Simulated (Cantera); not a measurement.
A perfectly stirred reactor is fed with 2.34 % H2, 97.7 % O2, at 0.0132 atm; it is held at 1275 K, and followed from long to short residence time.

Detailed kinetics in Cantera: the H2/O2 subset of GRI-Mech 3.0, which has no nitrogen chemistry. Radical loss at walls, strong at low pressure, is not modelled.

**Question.** Predict: x(H2) at τ = 1.60 s; x(O2) at τ = 1.60 s; x(O) at τ = 1.60 s; x(H2O) at τ = 1.60 s; x(H2O2) at τ = 1.60 s; x(H2) at τ = 16.0 ms; x(O2) at τ = 16.0 ms; x(O) at τ = 16.0 ms; x(H2O) at τ = 16.0 ms; x(H2O2) at τ = 16.0 ms.

**Answer.** x(H2) at τ = 1.60 s: 5.83e-5
x(O2) at τ = 1.60 s: 0.973
x(O) at τ = 1.60 s: 0.00267
x(H2O) at τ = 1.60 s: 0.0231
x(H2O2) at τ = 1.60 s: 2.46e-8
x(H2) at τ = 16.0 ms: 0.000831
x(O2) at τ = 16.0 ms: 0.959
x(O) at τ = 16.0 ms: 0.0154
x(H2O) at τ = 16.0 ms: 0.0205
x(H2O2) at τ = 16.0 ms: 5.00e-8
